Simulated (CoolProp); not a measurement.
A Linde-Hampson liquefier for carbon monoxide: isothermal reversible compression at 250 K from 1 atm to 40 MPa, throttling to 1 atm, return gas leaving the recuperator 2 K below the feed. Each further row changes one setting.

Model: reference Helmholtz-energy equation of state, Lemmon 2006, in CoolProp. It is a short technical equation, of lower accuracy than the large ones.

```tsv
case	liquid yield per pass	compression work (kJ/kg of gas)
as stated	0.167	440
high pressure 80 MPa	?	517
warm-end temperature 280 K	?	500
warm-end gap 7 K	?	440
```

Q: Some entries are withheld; supply them.

A: 
- high pressure 80 MPa, liquid yield per pass: 0.120
- warm-end temperature 280 K, liquid yield per pass: 0.124
- warm-end gap 7 K, liquid yield per pass: 0.156
